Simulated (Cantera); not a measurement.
Input: 1 mol Si, 1.7 mol SF6, 19 mol N2, at 8.60 Pa.

These are equilibrium values from Cantera (NASA tables, ideal gas, pure condensed phases), not measurements of a reactor. Candidate condensed phases: S, Si, Si3N4; 29 gas species. The tables' values for S2F2 (SSF2), SF3 are old estimates; treat these amounts as uncertain. The numbers say what is thermodynamically allowed, not how fast it happens.

x: gas mole fraction; nothing condenses.

```
T (K)   x N2    x SF4  x SiF4    x SF6  x S2F2 (SSF2)     x SF2
-----  -----  -------  ------  -------  -------------  --------
498    0.891  0.00805  0.0469   0.0374         0.0171   3.93e-7
523    0.890   0.0134  0.0468   0.0341         0.0160   1.30e-6
548    0.888   0.0206  0.0468   0.0297         0.0146   3.76e-6
573    0.887        …  0.0467        …         0.0129         …
598    0.885   0.0377  0.0466   0.0193         0.0111   2.21e-5
623    0.884        …  0.0465        …        0.00941         …
648    0.883   0.0526  0.0465   0.0102        0.00800   9.01e-5
673    0.882   0.0578  0.0464  0.00701        0.00691  0.000165
698    0.881   0.0615  0.0464  0.00474        0.00610  0.000287
```

Task: Complete the blanks.

Result: 
- 623, x SF4: 0.0459
- 623, x SF6: 0.0143
- 623, x SF2: 4.64e-5
- 573, x SF4: 0.0290
- 573, x SF6: 0.0246
- 573, x SF2: 9.63e-6
